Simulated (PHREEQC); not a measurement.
Consider water at 25 °C and 100 atm with 0.002 mol HF, 0.023 mol NaF and 1.1e-05 mol H4SiO4 per kg of water. Closed to the air; pH follows from the charge balance.

Computed with PHREEQC (ion-association model, phreeqc.dat).

```
quantity                    before     after
------------------------  --------  --------
pH                            4.20      4.52
ionic strength (mol/kgw)    0.0229    0.0228
F- (mol/kgw)                0.0227    0.0226
HF (mol/kgw)               0.00174   0.00176
NaF (mol/kgw)             0.000212  0.000208
HF2- (mol/kgw)            0.000145  0.000169
SI of Quartz (SiO2)          -4.24     -2.15
```

What was changed between the two runs?
(A) H4SiO4 replaced by Na2SiO3 at the same molality
(B) H4SiO4 from 1.1e-05 to 0.00011 mol/kgw
(C) temperature from 25 to 80 °C
(D) temperature from 25 to 65 °C
(E) NaF from 0.023 to 0.0046 mol/kgw

D, temperature from 25 to 65 °C

No solid was allowed to form. Under pressure, the constants of complexes without a molar volume in the database are unreliable. Away from 25 °C the constants follow the database's enthalpies or fits; those with neither stay at their 25 °C values. SiF6-2 is the database's only silicon fluoride.
